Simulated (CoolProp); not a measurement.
A single-stage vapour-compression cycle with R115: evaporating at 280.15 K (dew point), condensing at 302.15 K (bubble point), superheat 0 K, subcooling 8 K, compressor efficiency 0.9, no pressure losses. Each further row changes one setting.

The numbers come from the reference Helmholtz-energy equation of state, Lemmon 2016 in CoolProp.

| case | cooling COP | pressure ratio | discharge temperature (K) | refrigerating effect (kJ/kg) | volumetric capacity (kJ/m³) |
|---|---|---|---|---|---|
| as stated | 10.5 | 1.83 | 302.1 | 89.8 | 3800 |
| evaporating temperature 285.15 K | 14.2 | 1.58 | 302.1 | 92.4 | 4520 |
| condensing temperature 297.15 K | 14.1 | 1.61 | 297.2 | 95.2 | 4020 |
| subcooling 13 K | 11.2 | 1.83 | 302.1 | 95.2 | 4020 |
| superheat 10 K | 10.7 | 1.83 | 309.4 | 97.6 | 3900 |
| compressor efficiency 0.8 | 9.35 | 1.83 | 302.1 | 89.8 | 3800 |

The compression ends wet for: as stated; evaporating temperature 285.15 K; condensing temperature 297.15 K; subcooling 13 K; compressor efficiency 0.8.
